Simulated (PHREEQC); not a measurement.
A column of 0.2 m (30 cells, dispersivity 0.01 m, 300 s a shift, diffusion coefficient 3e-10 m²/s) holds 0.0022 eq of the database's cation exchanger X per kg of pore water, first in equilibrium with 0.07 mol BaCl2, 0.0017 mol KBr and 1e-05 mol HCl per kg of water. It is flushed with 3.9 mmol/kgw NaCl and 0.01 mmol/kgw HCl, at 40 °C. Values are for the last cell. The system is closed to CO2. No solid was allowed to form.

Model: ion-association model, phreeqc.dat, run in PHREEQC.

```tsv
pore volumes	Na in solution (mol/kgw)	Br in solution (mol/kgw)	K in solution (mol/kgw)	Ba in solution (mol/kgw)	Cl in solution (mol/kgw)	NaX on the exchanger (mol/kgw)
0	0	0.00170	0.00170	0.0700	0.140	0
0.15	0	0.00170	0.00170	0.0700	0.140	0
0.4167	1.06e-5	0.00170	0.00170	0.0698	0.140	2.94e-8
0.55	0.000138	0.00164	0.00164	0.0675	0.135	3.92e-7
0.8167	0.00119	0.00117	0.00119	0.0482	0.0977	3.98e-6
0.95	0.00190	0.000855	0.000874	0.0352	0.0724	7.44e-6
1.217	0.00298	0.000368	0.000388	0.0152	0.0334	1.78e-5
1.35	0.00329	0.000224	0.000241	0.00926	0.0218	2.51e-5
1.483	0.00347	0.000132	0.000146	0.00547	0.0144	3.43e-5
1.75	0.00361	4.21e-5	5.09e-5	0.00182	0.00728	6.16e-5
1.883	0.00363	2.31e-5	3.00e-5	(withheld)	0.00576	8.07e-5
2.15	0.00363	6.74e-6	1.07e-5	0.000402	0.00445	0.000130
2.283	0.00364	3.59e-6	6.61e-6	0.000273	0.00420	(withheld)
2.55	0.00367	9.94e-7	2.66e-6	0.000154	0.00399	0.000208
2.683	0.00369	5.20e-7	1.73e-6	0.000125	(withheld)	(withheld)
2.817	0.00371	2.70e-7	1.14e-6	0.000106	0.00393	0.000251
3.083	0.00374	7.25e-8	5.05e-7	8.15e-5	0.00392	0.000286
3.217	0.00376	3.74e-8	3.40e-7	7.35e-5	0.00391	0.000301
3.483	0.00378	9.89e-9	1.57e-7	6.17e-5	0.00391	0.000328
3.617	0.00379	5.08e-9	1.07e-7	5.73e-5	0.00391	0.000340
3.883	0.00380	1.33e-9	5.05e-8	5.04e-5	0.00391	0.000362
4.017	0.00380	6.81e-10	3.48e-8	4.76e-5	0.00391	0.000372
```

Task: Some entries are withheld; supply them.

Result: 
- 1.883, Ba in solution (mol/kgw): 0.00106
- 2.283, NaX on the exchanger (mol/kgw): 0.000157
- 2.683, Cl in solution (mol/kgw): 0.00395
- 2.683, NaX on the exchanger (mol/kgw): 0.000230

Species that the database lacks are ignored. At this temperature some constants are extrapolated from 25 °C, and those without enthalpy data are left unchanged.
